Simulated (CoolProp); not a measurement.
m-xylene along the isotherm 620 K: Z from the reference equation and from simpler models built on Tc = 616.9 K, pc = 3.535 MPa, ω = 0.326; each cubic takes its own stable root.

The numbers come from the reference Helmholtz-energy equation of state, Zhou 2012 in CoolProp.

```json
[
 {"p (MPa)": "2.21", "phase": "gas", "reference": "0.7310"},
 {"p (MPa)": "4.42", "phase": "supercritical", "reference": "0.2111"},
 {"p (MPa)": "6.63", "phase": "supercritical", "reference": "0.2789"},
 {"p (MPa)": "8.84", "phase": "supercritical", "reference": "0.3511"},
 {"p (MPa)": "11", "phase": "supercritical", "reference": "0.4208"},
 {"p (MPa)": "13.3", "phase": "supercritical", "reference": "0.4937"},
 {"p (MPa)": "15.5", "phase": "supercritical", "reference": "0.5622"},
 {"p (MPa)": "17.7", "phase": "supercritical", "reference": "0.6296"}
]
```

Q: How far does each simpler model (Soave-Redlich-Kwong, Peng-Robinson) lie from the reference over these 8 states: mean and median of the absolute difference, and the worst?

A: 
- Soave-Redlich-Kwong: mean 15.8 %, median 15.2 %, worst +28.1 % at 620 K and 4.42 MPa
- Peng-Robinson: mean 5.2 %, median 3.6 %, worst +16.2 % at 620 K and 4.42 MPa
